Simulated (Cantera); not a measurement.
**Equilibrium for hydrogen reduction and annealing atmospheres: CuO + H2**

A closed system holds: 1 mol CuO, 9 mol H2, equilibrated at 1923.15 K.

These are equilibrium values from Cantera (NASA tables, ideal gas, pure condensed phases), not measurements of a reactor. Candidate condensed phases: Cu, CuO, Cu(OH)2, Cu2O, H2O; 12 gas species. Kinetics and transport are ignored.

From 10.0 Pa to 10.0 mbar nothing is condensed. From 0.100 bar to 10.0 bar the condensed part is Cu(l). The main Cu-bearing gas is Cu throughout.

```csv
P (Pa),log p H2,log p H2O,log p Cu,log p H,n Cu(l)
10,-4.14,-5.02,-5.02,-5.09,0
100,-3.11,-4.01,-4.01,-4.58,0
1000,-2.10,-3.00,-3.00,-4.08,0
10000,-1.06,-1.96,-2.69,-3.56,0.811
100000,-0.05,-0.96,-2.69,-3.05,0.981
1000000,0.95,0.05,-2.69,-2.55,0.998
```
log p: log10 of the partial pressure in bar; n: condensed amount in mol.
